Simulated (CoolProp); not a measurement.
Saturation properties of hydrogen chloride (Tc = 324.7 K, pc = 8314 kPa, ω = 0.130).

Computed with CoolProp (reference Helmholtz-energy equation of state, Thol 2018).

```json
[
 {"T (K)": "177.8", "p (kPa)": "54.14", "liquid density (kg/m³)": "1210", "vapour density (kg/m³)": "1.361", "enthalpy of vaporisation (kJ/kg)": "454.5", "liquid cp (kJ/(kg K))": "1.657"},
 {"T (K)": "192", "p (kPa)": "125.3", "liquid density (kg/m³)": "1175", "vapour density (kg/m³)": "2.963", "enthalpy of vaporisation (kJ/kg)": "439.6", "liquid cp (kJ/(kg K))": "1.662"},
 {"T (K)": "206.2", "p (kPa)": "255.6", "liquid density (kg/m³)": "1139", "vapour density (kg/m³)": "5.753", "enthalpy of vaporisation (kJ/kg)": "423.3", "liquid cp (kJ/(kg K))": "1.677"},
 {"T (K)": "220.4", "p (kPa)": "472.2", "liquid density (kg/m³)": "1101", "vapour density (kg/m³)": "10.24", "enthalpy of vaporisation (kJ/kg)": "405.1", "liquid cp (kJ/(kg K))": "1.705"},
 {"T (K)": "234.6", "p (kPa)": "806.3", "liquid density (kg/m³)": "1060", "vapour density (kg/m³)": "17.07", "enthalpy of vaporisation (kJ/kg)": "384.6", "liquid cp (kJ/(kg K))": "1.749"},
 {"T (K)": "248.9", "p (kPa)": "1296", "liquid density (kg/m³)": "1015", "vapour density (kg/m³)": "27.19", "enthalpy of vaporisation (kJ/kg)": "361.1", "liquid cp (kJ/(kg K))": "1.817"},
 {"T (K)": "263.1", "p (kPa)": "1973", "liquid density (kg/m³)": "966.1", "vapour density (kg/m³)": "41.70", "enthalpy of vaporisation (kJ/kg)": "333.8", "liquid cp (kJ/(kg K))": "1.921"},
 {"T (K)": "277.3", "p (kPa)": "2881", "liquid density (kg/m³)": "910.8", "vapour density (kg/m³)": "62.69", "enthalpy of vaporisation (kJ/kg)": "301.4", "liquid cp (kJ/(kg K))": "2.093"},
 {"T (K)": "291.5", "p (kPa)": "4069", "liquid density (kg/m³)": "845.4", "vapour density (kg/m³)": "94.05", "enthalpy of vaporisation (kJ/kg)": "261.0", "liquid cp (kJ/(kg K))": "2.416"}
]
```

It boils at 188.2 K under 1 atm.
